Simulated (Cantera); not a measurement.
Input (Python, Cantera):

```python
import numpy as np
import cantera as ct

gas = ct.Solution("h2o2.yaml")
gas.TPX = 373, 35000, {'H2': 1, 'O2': 0.227, 'N2': 0.855}
flame = ct.FreeFlame(gas, width=0.083)
flame.set_refine_criteria(ratio=3, slope=0.08, curve=0.16)
flame.transport_model = "mixture-averaged"
flame.solve(loglevel=0, auto=True)
z, T = flame.grid, flame.T
thick = (T[-1] - T[0]) / np.gradient(T, z).max()
show = ['H2', 'O2', 'OH', 'H2O', 'H', 'HO2']
print(f"laminar burning velocity  {flame.velocity[0] * 100:.3f} cm/s")
print(f"burnt temperature         {T[-1]:.1f} K")
print(f"thermal thickness         {thick * 1e3:.4f} mm")
print(f"grid points               {len(z)}")
z0 = z[flame.heat_release_rate.argmax()]
print(f"{'z/mm':>9s}{'T/K':>9s}{'u/(m/s)':>9s}" + "".join(f"{s:>11s}" for s in show))
rows = []
for k in (-3, -2, -1.5, -1, -0.5, -0.25, 0, 0.25, 0.5, 1, 2, 4, 8):
    zz = z0 + k * thick
    rows.append([k * thick, np.interp(zz, z, T), np.interp(zz, z, flame.velocity),
                 *(np.interp(zz, z, flame.X[gas.species_index(s)]) for s in show)])
    print(f"{rows[-1][0] * 1e3:9.3f}{rows[-1][1]:9.1f}{rows[-1][2]:9.3f}" + "".join(f"{x:11.3e}" for x in rows[-1][3:]))
```

It prints:

```
laminar burning velocity  367.264 cm/s
burnt temperature         2035.6 K
thermal thickness         1.5082 mm
grid points               140
     z/mm      T/K  u/(m/s)         H2         O2         OH        H2O          H        HO2
   -4.525    373.0    3.673  4.803e-01  1.090e-01  6.545e-18  1.758e-14  5.140e-18  6.193e-15
   -3.016    373.0    3.673  4.803e-01  1.090e-01  1.021e-15  3.165e-12  8.305e-16  1.850e-12
   -2.262    373.0    3.673  4.803e-01  1.090e-01  3.329e-14  1.435e-10  3.732e-14  1.007e-10
   -1.508    373.0    3.673  4.803e-01  1.090e-01  1.331e-11  3.392e-08  1.131e-10  3.162e-08
   -0.754    392.7    3.848  4.772e-01  1.093e-01  4.115e-05  4.994e-04  5.365e-05  1.431e-04
   -0.377    667.1    6.367  4.426e-01  1.023e-01  5.683e-04  2.224e-02  8.190e-03  9.075e-05
    0.000   1069.3    9.926  3.456e-01  6.773e-02  1.180e-03  9.954e-02  4.942e-02  3.019e-05
    0.377   1322.3   12.212  2.570e-01  1.596e-02  2.102e-03  1.986e-01  8.678e-02  6.679e-06
    0.754   1424.2   13.104  2.389e-01  2.262e-03  2.059e-03  2.263e-01  9.012e-02  8.946e-07
    1.508   1521.1   13.909  2.435e-01  3.235e-04  2.312e-03  2.314e-01  7.958e-02  1.225e-07
    3.016   1625.0   14.747  2.529e-01  2.229e-04  2.519e-03  2.333e-01  6.505e-02  8.087e-08
    6.033   1730.7   15.581  2.626e-01  1.501e-04  2.489e-03  2.355e-01  4.977e-02  5.435e-08
   12.066   1826.4   16.319  2.715e-01  8.550e-05  2.183e-03  2.379e-01  3.562e-02  3.295e-08
```

Cantera simulation using the H2/O2 subset of GRI-Mech 3.0, which has no nitrogen chemistry; the numbers are that mechanism's predictions, not measurements. Burning velocities carry a grid error of a few per cent, more on coarse grids.
